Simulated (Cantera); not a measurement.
A diamond (100) surface in a fixed gas of H2 with x(CH4) = 0.003, x(H) = 0.049, x(CH3) = 1.9e-05, 0.0450 bar; coverages are run to steady state.

Cantera simulation using the Harris–Goodwin 1993 mechanism for the reconstructed diamond (100) surface; the numbers are that mechanism's predictions, not measurements.

θ: site fractions in the mechanism's names (c6HH fully hydrogenated, c6H* and c6*H radical sites, c6** diradical, c6HM methylated).

```tsv
T (K)	growth (µm/h)	θ c6HH	θ c6H*	θ c6*H	θ c6**	θ c6HM
900	0.269	0.692	0.0109	0.293	0.00445	0.000329
950	[?]	0.643	[?]	[?]	[?]	[?]
1000	0.455	0.596	0.0188	0.375	0.00989	0.000212
1050	0.558	0.552	0.0234	0.410	0.0138	0.000172
1100	[?]	0.511	[?]	0.442	[?]	[?]
1150	0.730	0.472	0.0336	0.469	0.0245	0.000108
1200	0.739	0.437	0.0390	0.492	0.0313	7.80e-5
1250	0.663	0.405	0.0444	0.511	0.0390	5.00e-5
1300	0.536	0.376	0.0498	0.527	0.0476	2.77e-5
1350	0.424	0.349	0.0551	0.539	0.0570	1.37e-5
1400	0.361	0.325	0.0603	0.548	0.0672	6.34e-6
```

Task: Complete the blanks.

Result: 
- 950, growth (µm/h): 0.357
- 950, θ c6H*: 0.0146
- 950, θ c6*H: 0.335
- 950, θ c6**: 0.00679
- 950, θ c6HM: 0.000263
- 1100, growth (µm/h): 0.658
- 1100, θ c6H*: 0.0284
- 1100, θ c6**: 0.0187
- 1100, θ c6HM: 0.000138
